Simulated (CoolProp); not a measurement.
Values from CoolProp's reference Helmholtz-energy equation of state, Platzer 1990. This equation is an older, rougher fit; its heat capacities, sound speeds and derivatives of the liquid may be far off and weren't checked against measurements.

Task: For c-C4F8 (RC318), give the phase and the conductivity (mW/(m K)) at 174.65 °C and 0.0338 MPa.

Result: 
- 174.65 °C and 0.0338 MPa: gas; conductivity 22.4

Thermal conductivity comes from a separate model (Huber 2003), an estimate that may be off by 10 % or more.
